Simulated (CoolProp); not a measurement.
Hydrogen chloride along the isobar 0.917 MPa: density (kg/m³) from the reference equation and from simpler models built on Tc = 51.5 °C, pc = 8.314 MPa, ω = 0.130; each cubic takes its own stable root.

The numbers come from the reference Helmholtz-energy equation of state, Thol 2018 in CoolProp.

```
T (°C)  phase  reference
------  -----  ---------
3.35      gas      15.68
24.65     gas      14.31
45.95     gas      13.19
67.25     gas      12.26
88.55     gas      11.46
109.95    gas      10.77
131.25    gas      10.16
152.55    gas      9.618
```

### Question
How far does each simpler model (ideal gas, van der Waals, Redlich-Kwong, Soave-Redlich-Kwong) lie from the reference over these 8 states: mean and median of the absolute difference, and the worst?

### Answer
- ideal gas: mean 3.8 %, median 3.3 %, worst -7.3 % at 3.35 °C and 0.917 MPa
- van der Waals: mean 0.8 %, median 0.5 %, worst -2.4 % at 3.35 °C and 0.917 MPa
- Redlich-Kwong: mean 0.4 %, median 0.3 %, worst -1.1 % at 3.35 °C and 0.917 MPa
- Soave-Redlich-Kwong: mean 0.4 %, median 0.3 %, worst -0.9 % at 3.35 °C and 0.917 MPa
